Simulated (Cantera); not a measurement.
Charge: 1 mol trisilylamine, 85 mol N2, at 6.10 mbar.

Equilibrium computed with Cantera from the NASA thermochemical tables; the gas is ideal and each condensed phase is pure. Candidate condensed phases: Si, Si3N4; 18 gas species. The feed counts by its element totals alone. The tables' values for SiN are old estimates; treat these amounts as uncertain. Rates play no part.

x: gas mole fraction; n: condensed amount in mol.

```csv
T (K),x N2,x H2,x Si,x H,x Si2N,x SiN,x SiH,n Si3N4(s),n Si(l)
775,0.949,0.0511,<1e-12,2.87e-12,<1e-12,<1e-12,<1e-12,1.00,0
925,0.949,0.0511,<1e-12,…,<1e-12,<1e-12,<1e-12,1.00,0
1075,0.949,0.0511,<1e-12,4.25e-8,<1e-12,<1e-12,<1e-12,1.00,0
1225,0.949,0.0511,<1e-12,9.02e-7,<1e-12,<1e-12,<1e-12,1.00,0
1375,0.949,0.0511,…,…,<1e-12,7.96e-11,…,1.00,0
1525,0.949,0.0511,1.74e-7,6.85e-5,1.33e-9,1.53e-8,8.89e-9,1.000,0
1675,0.949,0.0510,2.25e-5,0.000336,6.41e-7,1.13e-6,6.65e-7,0.999,0
1825,0.949,0.0493,0.000746,0.00125,3.65e-5,2.33e-5,1.37e-5,0,2.92
1975,0.943,0.0477,0.00530,0.00383,0.000149,0.000111,6.51e-5,0,2.46
```

Question: Complete the blanks.

Answer: 
- 925, x H: 7.54e-10
- 1375, x Si: 4.55e-10
- 1375, x H: 9.92e-6
- 1375, x SiH: 4.53e-11
